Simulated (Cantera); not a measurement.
Mixture: CH4 : H2 : O2 : N2 = 1 : 0.077 : 2.65 : 16.1 (molar parts), equivalence ratio 0.77, at 2.10 bar, adiabatic and at constant pressure. Ignition delay is the time to a rise of 400 K.

Detailed kinetics in Cantera: GRI-Mech 3.0 (53 species, 325 reactions). Below about 1000 K GRI-Mech 3.0 lacks low-temperature oxidation paths. Below about 950 K walls govern HO2 and H2O2 in real vessels.

### Question
What does this change do: 0.068 parts C2H6 added?

### Answer
| quantity | before | after |
|---|---|---|
| delay at 900 K | 0.749 s | 0.766 s |
| delay at 1000 K | 0.126 s | 62.0 ms |
| delay at 1100 K | 42.9 ms | 12.7 ms |
| delay at 1200 K | 14.5 ms | 4.23 ms |
| delay at 1300 K | 4.83 ms | 1.60 ms |
| delay at 1400 K | 1.68 ms | 0.622 ms |
| apparent activation energy between 1200 and 1400 K | 150 kJ/mol | 130 kJ/mol |
